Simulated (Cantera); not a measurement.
Input: 1 mol SiCl4, 2 mol Cl2, 0.65 mol H2, held at 798 K and 9.50 bar.

Equilibrium computed with Cantera from the NASA thermochemical tables; the gas is ideal and each condensed phase is pure. Candidate condensed phases: Si; 19 gas species. Kinetics and transport are ignored.

Base state: Cl2 0.370, HCl 0.356, SiCl4 0.274 (mole fractions); condensed: gas only.

Task: What changes in the equilibrium state with this change: H2 from 0.65 to 2.5 mol?

Result: 
```tsv
species	before	after
HCl	0.356	0.727
SiCl4	0.274	0.182
H2	<1e-9	0.0909
Cl2	0.370	<1e-9
SiHCl3	<1e-9	2.00e-5
```
